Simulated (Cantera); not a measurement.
Cantera run, input and output.

```python
import numpy as np
import cantera as ct

gas = ct.Solution("gri30.yaml")
gas.TPX = 1375, 220, {'H2': 0.094, 'O2': 1}
reactor = ct.IdealGasConstPressureReactor(gas, energy="off", clone=False)
net = ct.ReactorNet([reactor])
net.rtol, net.atol = 1e-08, 1e-18
show = ['H2', 'O2', 'OH', 'H', 'HO2', 'H2O2', 'O']
times = np.geomspace(0.0002, 40, 13)

steps = ct.SolutionArray(gas, extra=["t"])
rows = []
print(f"{'t/s':>10s}{'T/K':>9s}{'P/Pa':>11s}" + "".join(f"{s:>11s}" for s in show))
for t in times:
    while net.time < t:
        t_next = net.step()
        steps.append(gas.state, t=t_next)
    rows.append([np.interp(t, steps.t, y) for y in (steps.T, steps.P, *steps(*show).X.T)])
    print(f"{t:10.3e}{rows[-1][0]:9.1f}{rows[-1][1]:11.4g}" + "".join(f"{x:11.3e}" for x in rows[-1][2:]))
rate = np.gradient(steps.T, steps.t)
print("integrator steps:", len(steps.t))
if steps.T.max() > steps.T[0] + 200:
    print(f"time of steepest temperature rise: {steps.t[rate.argmax()]:.4e} s")
gas.TPX = 1375, 220, {'H2': 0.094, 'O2': 1}
gas.equilibrate("TP")
print(f"equilibrium (TP): T = {gas.T:.1f} K  " + "  ".join(f"{s} {gas[s].X[0]:.3e}" for s in show))
```

Output:

```
       t/s      T/K       P/Pa         H2         O2         OH          H        HO2       H2O2          O
 2.000e-04   1375.0        220  8.592e-02  9.141e-01  1.825e-08  2.999e-08  4.258e-08  1.871e-11  2.017e-08
 5.531e-04   1375.0        220  8.592e-02  9.141e-01  1.092e-07  1.051e-07  1.176e-07  1.409e-10  1.320e-07
 1.529e-03   1375.0        220  8.592e-02  9.141e-01  1.995e-06  1.639e-06  3.245e-07  1.034e-09  2.515e-06
 4.229e-03   1375.0        220  7.836e-02  9.086e-01  2.448e-03  2.068e-03  4.119e-07  4.830e-09  3.232e-03
 1.170e-02   1375.0        220  2.285e-03  8.463e-01  8.850e-03  1.551e-02  5.312e-07  1.682e-08  5.553e-02
 3.234e-02   1375.0        220  2.240e-03  8.471e-01  8.777e-03  1.519e-02  5.300e-07  1.673e-08  5.490e-02
 8.944e-02   1375.0        220  2.174e-03  8.494e-01  8.659e-03  1.442e-02  5.283e-07  1.676e-08  5.296e-02
 2.473e-01   1375.0        220  2.002e-03  8.551e-01  8.336e-03  1.249e-02  5.225e-07  1.680e-08  4.799e-02
 6.840e-01   1375.0        220  1.590e-03  8.678e-01  7.485e-03  8.495e-03  5.005e-07  1.656e-08  3.688e-02
 1.891e+00   1375.0        220  8.718e-04  8.877e-01  5.604e-03  3.257e-03  4.204e-07  1.468e-08  1.932e-02
 5.231e+00   1375.0        220  2.551e-04  9.033e-01  3.058e-03  4.953e-04  2.421e-07  9.504e-09  5.480e-03
 1.446e+01   1375.0        220  4.638e-05  9.086e-01  1.308e-03  3.784e-05  8.403e-08  4.213e-09  9.844e-04
 4.000e+01   1375.0        220  8.077e-06  9.098e-01  5.463e-04  2.738e-06  3.148e-08  1.542e-09  1.708e-04
integrator steps: 1182
equilibrium (TP): T = 1375.0 K  H2 6.172e-07  O2 9.101e-01  OH 1.511e-04  H 5.778e-08  HO2 4.521e-08  H2O2 3.792e-10  O 1.303e-05
```

Cantera simulation using GRI-Mech 3.0 (53 species, 325 reactions); the numbers are that mechanism's predictions, not measurements. Radical loss at walls, strong at low pressure, is not modelled. The temperature is held fixed by assumption; the heat of reaction is taken as removed at once.
